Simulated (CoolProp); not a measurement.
Vapour-liquid equilibrium of carbon dioxide (1) + propylene (2) at 1.03 MPa; x and y are mole fractions of (1).

The numbers come from the multi-fluid Helmholtz-energy mixture model, Span 1996 and Lemmon 2013; pair parameters Bell 2016 in CoolProp.

| x | bubble temperature (°C) | y at the bubble point | dew temperature at overall composition x (°C) | liquid density (mol/L) |
|---|---|---|---|---|
| 0.05 | 9.7 | 0.249 | 18.4 | 12.85 |
| 0.125 | -3.0 | 0.495 | 15.2 | 13.72 |
| 0.2 | -12.0 | 0.638 | 11.9 | 14.51 |
| 0.275 | -18.4 | 0.724 | 8.5 | 15.26 |
| 0.35 | -23.0 | 0.779 | 4.8 | 16.00 |
| 0.425 | -26.4 | 0.818 | 0.9 | 16.75 |
| 0.5 | -29.0 | 0.847 | -3.2 | 17.54 |
| 0.575 | -31.1 | 0.870 | -7.8 | 18.38 |
| 0.65 | -32.9 | 0.891 | -12.8 | 19.30 |
| 0.725 | -34.4 | 0.910 | -18.5 | 20.32 |
| 0.8 | -35.8 | 0.930 | -24.8 | 21.46 |
| 0.875 | -37.2 | 0.952 | -31.5 | 22.74 |
| 0.95 | -38.5 | 0.978 | -37.0 | 24.21 |

No azeotrope shows between x = 0.05 and 0.95.

Pair parameters are fitted to limited data, so mixtures are less certain than the pure fluids.
